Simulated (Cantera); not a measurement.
# Thermodynamics of hydrogen reduction and annealing atmospheres, feed Cr₂O₃ + H₂ + N₂

Input: 1 mol Cr₂O₃, 36 mol H₂, 32 mol N₂, held at 13300 Pa.

Method: chemical equilibrium by Gibbs-energy minimisation in Cantera with the NASA 1993 tables (ideal gas, pure condensed phases). Candidate condensed phases: Cr, CrN, Cr₂N, Cr₂O₃, H₂O; 29 gas species. Mutual solubility and eutectic melting of coexisting phases are not modelled. Equilibrium is a limit: real reactors are often held back by kinetics, nucleation or transport.

```json
[
 {"T (K)": "1798", "log p H₂": "-1.15", "log p N₂": "-1.20", "log p H₂O": "-3.35", "log p Cr": "-4.04", "log p H": "-4.03", "log p CrO": "-6.52", "log p OH": "-7.41", "log p CrO₂": "-9.12", "n Cr(s)": "0.107", "n Cr₂O₃(s)": "0.923"},
 {"T (K)": "1873", "log p H₂": "-1.16", "log p N₂": "-1.20", "log p H₂O": "-3.20", "log p Cr": "-3.61", "log p H": "-3.77", "log p CrO": "-5.89", "log p OH": "-6.93", "log p CrO₂": "-8.36", "n Cr(s)": "0.0857", "n Cr₂O₃(s)": "0.893"},
 {"T (K)": "1948", "log p H₂": "-1.16", "log p N₂": "-1.20", "log p H₂O": "-3.05", "log p Cr": "-3.23", "log p H": "-3.53", "log p CrO": "-5.32", "log p OH": "-6.47", "log p CrO₂": "-7.65", "n Cr(s)": "0", "n Cr₂O₃(s)": "0.848"},
 {"T (K)": "2023", "log p H₂": "-1.17", "log p N₂": "-1.21", "log p H₂O": "-2.84", "log p Cr": "-3.01", "log p H": "-3.30", "log p CrO": "-4.84", "log p OH": "-5.96", "log p CrO₂": "-6.96", "n Cr(s)": "0", "n Cr₂O₃(s)": "0.746"},
 {"T (K)": "2098", "log p H₂": "-1.18", "log p N₂": "-1.21", "log p H₂O": "-2.63", "log p Cr": "-2.81", "log p H": "-3.10", "log p CrO": "-4.40", "log p OH": "-5.48", "log p CrO₂": "-6.31", "n Cr(s)": "0", "n Cr₂O₃(s)": "0.591"},
 {"T (K)": "2173", "log p H₂": "-1.19", "log p N₂": "-1.21", "log p H₂O": "-2.45", "log p Cr": "-2.63", "log p H": "-2.91", "log p CrO": "-3.98", "log p OH": "-5.04", "log p CrO₂": "-5.71", "n Cr(s)": "0", "n Cr₂O₃(s)": "0.360"},
 {"T (K)": "2248", "log p H₂": "-1.21", "log p N₂": "-1.22", "log p H₂O": "-2.28", "log p Cr": "-2.46", "log p H": "-2.74", "log p CrO": "-3.60", "log p OH": "-4.64", "log p CrO₂": "-5.15", "n Cr(s)": "0", "n Cr₂O₃(s)": "0.0258"}
]
```
log p: log10 of the partial pressure in bar; n: condensed amount in mol.

From 1798 K to 1873 K the condensed part is Cr(s) + Cr₂O₃(s). From 1948 K to 2248 K the condensed part is Cr₂O₃(s). The main Cr-bearing gas is Cr throughout. The share of Cr in condensed phases is highest at 1798 K (97.7 %) and lowest at 2248 K (2.6 %).
